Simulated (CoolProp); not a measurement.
Vapour-liquid equilibrium of methanol (1) + ethylbenzene (2) at 436.5 K; x and y are mole fractions of (1).

Computed with CoolProp (multi-fluid Helmholtz-energy mixture model, de Reuck 1993 and Zhou 2012; pair parameters Bell 2016).

```tsv
x	bubble pressure, mixture model (bar)	bubble pressure, Raoult's law (bar)	y, mixture model	y, Raoult's law
0.05	4.236	2.844	0.518	0.334
0.15	7.545	4.542	0.728	0.627
0.25	?	6.240	0.792	0.760
0.35	11.35	7.939	?	0.837
0.45	12.57	9.637	0.847	0.886
0.55	13.63	11.34	0.866	0.921
0.65	?	13.03	0.887	0.946
0.75	?	14.73	?	0.966
0.85	16.98	16.43	0.940	0.982
0.95	?	18.13	?	0.994
```

Question: Complete the blanks.

Answer: 
- 0.25, bubble pressure, mixture model (bar): 9.772
- 0.35, y, mixture model: 0.825
- 0.65, bubble pressure, mixture model (bar): 14.67
- 0.75, bubble pressure, mixture model (bar): 15.77
- 0.75, y, mixture model: 0.910
- 0.95, bubble pressure, mixture model (bar): 18.29
- 0.95, y, mixture model: 0.978

The largest gap from Raoult's law is +66.1 % in bubble pressure, at x = 0.15. No azeotrope shows between x = 0.05 and 0.95.

The pair parameters rest on a limited set of measurements; away from them the model extrapolates. With so large a gap from Raoult's law the liquid may split in two, which this calculation doesn't test in full.
